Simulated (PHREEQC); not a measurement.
Dissolve 0.0069 mol HCl, 0.0045 mol NaHCO3 and 0.093 mol NaCl per kg of water at 25 °C. Closed to the air; pH follows from the charge balance.

Computed with PHREEQC (ion-association model, phreeqc.dat).

```json
[
 {"quantity": "pH", "before": "2.70", "after": "4.62"},
 {"quantity": "SI of Halite (NaCl)", "before": "-3.80", "after": "-7.61"}
]
```

**Question.** Which change was made?
A. diluted 5-fold with water
B. NaHCO3 replaced by Na2SiO3 at the same molality
C. NaCl from 0.093 to 0.465 mol/kgw
D. NaCl left out
E. diluted 100-fold with water

**Answer.** E, diluted 100-fold with water

No solid was allowed to form.
